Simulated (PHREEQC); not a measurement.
A column of 0.1 m (30 cells, dispersivity 0.005 m, 3600 s a shift, diffusion coefficient 3e-10 m²/s) holds 0.043 eq of the database's cation exchanger X per kg of pore water, first in equilibrium with 0.00039 mol/kgw BaCl2, 0.0027 mol/kgw MnCl2 and 1e-05 mol/kgw HCl. It is flushed with 0.011 mol CaCl2, 0.00032 mol CdCl2, 0.031 mol MnCl2 and 1e-05 mol HCl per kg of water, at 40 °C. Values are for the last cell. The system is closed to CO2. No solid was allowed to form.

Computed with PHREEQC (ion-association model, phreeqc.dat).

```json
[
 {"pore volumes": "0", "Ca in solution (mol/kgw)": "0", "Cd in solution (mol/kgw)": "0", "Ba in solution (mol/kgw)": "0.000390", "Cl in solution (mol/kgw)": "0.00619", "Mn in solution (mol/kgw)": "0.00270", "BaX2 on the exchanger (mol/kgw)": "0.00607"},
 {"pore volumes": "0.2833", "Ca in solution (mol/kgw)": "0", "Cd in solution (mol/kgw)": "0", "Ba in solution (mol/kgw)": "0.000390", "Cl in solution (mol/kgw)": "0.00619", "Mn in solution (mol/kgw)": "0.00270", "BaX2 on the exchanger (mol/kgw)": "0.00607"},
 {"pore volumes": "0.55", "Ca in solution (mol/kgw)": "1.73e-14", "Cd in solution (mol/kgw)": "2.51e-11", "Ba in solution (mol/kgw)": "0.000591", "Cl in solution (mol/kgw)": "0.00944", "Mn in solution (mol/kgw)": "0.00412", "BaX2 on the exchanger (mol/kgw)": "0.00607"},
 {"pore volumes": "0.8167", "Ca in solution (mol/kgw)": "9.89e-7", "Cd in solution (mol/kgw)": "1.13e-5", "Ba in solution (mol/kgw)": "0.00190", "Cl in solution (mol/kgw)": "0.0312", "Mn in solution (mol/kgw)": "0.0137", "BaX2 on the exchanger (mol/kgw)": "0.00606"},
 {"pore volumes": "1.217", "Ca in solution (mol/kgw)": "0.000778", "Cd in solution (mol/kgw)": "0.000198", "Ba in solution (mol/kgw)": "0.00398", "Cl in solution (mol/kgw)": "0.0674", "Mn in solution (mol/kgw)": "0.0287", "BaX2 on the exchanger (mol/kgw)": "0.00595"},
 {"pore volumes": "1.483", "Ca in solution (mol/kgw)": "0.00284", "Cd in solution (mol/kgw)": "0.000278", "Ba in solution (mol/kgw)": "0.00416", "Cl in solution (mol/kgw)": "0.0782", "Mn in solution (mol/kgw)": "0.0318", "BaX2 on the exchanger (mol/kgw)": "0.00520"},
 {"pore volumes": "1.75", "Ca in solution (mol/kgw)": "0.00524", "Cd in solution (mol/kgw)": "0.000308", "Ba in solution (mol/kgw)": "0.00352", "Cl in solution (mol/kgw)": "0.0825", "Mn in solution (mol/kgw)": "0.0322", "BaX2 on the exchanger (mol/kgw)": "0.00407"},
 {"pore volumes": "2.017", "Ca in solution (mol/kgw)": "0.00721", "Cd in solution (mol/kgw)": "0.000317", "Ba in solution (mol/kgw)": "0.00264", "Cl in solution (mol/kgw)": "0.0840", "Mn in solution (mol/kgw)": "0.0318", "BaX2 on the exchanger (mol/kgw)": "0.00296"},
 {"pore volumes": "2.283", "Ca in solution (mol/kgw)": "0.00861", "Cd in solution (mol/kgw)": "0.000319", "Ba in solution (mol/kgw)": "0.00185", "Cl in solution (mol/kgw)": "0.0844", "Mn in solution (mol/kgw)": "0.0314", "BaX2 on the exchanger (mol/kgw)": "0.00205"},
 {"pore volumes": "2.55", "Ca in solution (mol/kgw)": "0.00952", "Cd in solution (mol/kgw)": "0.000320", "Ba in solution (mol/kgw)": "0.00124", "Cl in solution (mol/kgw)": "0.0846", "Mn in solution (mol/kgw)": "0.0312", "BaX2 on the exchanger (mol/kgw)": "0.00137"},
 {"pore volumes": "2.817", "Ca in solution (mol/kgw)": "0.0101", "Cd in solution (mol/kgw)": "0.000320", "Ba in solution (mol/kgw)": "0.000810", "Cl in solution (mol/kgw)": "0.0846", "Mn in solution (mol/kgw)": "0.0311", "BaX2 on the exchanger (mol/kgw)": "0.000895"},
 {"pore volumes": "3.217", "Ca in solution (mol/kgw)": "0.0106", "Cd in solution (mol/kgw)": "0.000320", "Ba in solution (mol/kgw)": "0.000411", "Cl in solution (mol/kgw)": "0.0846", "Mn in solution (mol/kgw)": "0.0310", "BaX2 on the exchanger (mol/kgw)": "0.000454"},
 {"pore volumes": "3.483", "Ca in solution (mol/kgw)": "0.0107", "Cd in solution (mol/kgw)": "0.000320", "Ba in solution (mol/kgw)": "0.000256", "Cl in solution (mol/kgw)": "0.0846", "Mn in solution (mol/kgw)": "0.0310", "BaX2 on the exchanger (mol/kgw)": "0.000284"},
 {"pore volumes": "3.75", "Ca in solution (mol/kgw)": "0.0109", "Cd in solution (mol/kgw)": "0.000320", "Ba in solution (mol/kgw)": "0.000158", "Cl in solution (mol/kgw)": "0.0847", "Mn in solution (mol/kgw)": "0.0310", "BaX2 on the exchanger (mol/kgw)": "0.000175"},
 {"pore volumes": "4.017", "Ca in solution (mol/kgw)": "0.0109", "Cd in solution (mol/kgw)": "0.000320", "Ba in solution (mol/kgw)": "9.69e-5", "Cl in solution (mol/kgw)": "0.0847", "Mn in solution (mol/kgw)": "0.0310", "BaX2 on the exchanger (mol/kgw)": "0.000107"}
]
```

Constants without temperature data keep their 25 °C values here.
